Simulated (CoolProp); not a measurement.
R245ca along the isobar 5470 kPa: Z from the reference equation and from simpler models built on Tc = 174.4 °C, pc = 3941 kPa, ω = 0.355; each cubic takes its own stable root.

Values from CoolProp's reference Helmholtz-energy equation of state, Zhou 2016.

| T (°C) | phase | reference | van der Waals | Peng-Robinson |
|---|---|---|---|---|
| -63.35 | liquid | 0.2626 | 0.4370 | 0.2575 |
| -46.85 | liquid | 0.2492 | 0.4122 | 0.2425 |
| -30.35 | liquid | 0.2378 | 0.3913 | 0.2300 |
| -13.85 | liquid | 0.2282 | 0.3735 | 0.2196 |
| 2.55 | liquid | 0.2202 | 0.3586 | 0.2110 |
| 19.05 | liquid | 0.2134 | 0.3459 | 0.2039 |
| 35.55 | liquid | 0.2078 | 0.3352 | 0.1983 |
| 52.05 | liquid | 0.2033 | 0.3265 | 0.1941 |
| 68.55 | liquid | 0.1999 | 0.3195 | 0.1914 |
| 85.05 | liquid | 0.1976 | 0.3143 | 0.1902 |
| 101.55 | liquid | 0.1967 | 0.3110 | 0.1908 |
